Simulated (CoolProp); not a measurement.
Propylene along the isobar 5.76 MPa: Z from the reference equation and from simpler models built on Tc = 364.2 K, pc = 4.555 MPa, ω = 0.146; each cubic takes its own stable root.

Values from CoolProp's reference Helmholtz-energy equation of state, Lemmon 2013.

```tsv
T (K)	phase	reference
239.9	liquid	0.2029
281	liquid	0.1902
322.1	liquid	0.1887
363.3	liquid	0.2181
404.4	supercritical	0.6122
445.5	supercritical	0.7582
486.7	supercritical	0.8345
527.8	supercritical	0.8827
```

Question: How far does each simpler model (Redlich-Kwong, Peng-Robinson) lie from the reference over these 8 states: mean and median of the absolute difference, and the worst?

Answer: 
- Redlich-Kwong: mean 6.9 %, median 4.6 %, worst +19.3 % at 363.3 K and 5.76 MPa
- Peng-Robinson: mean 3.5 %, median 2.3 %, worst +7.6 % at 363.3 K and 5.76 MPa
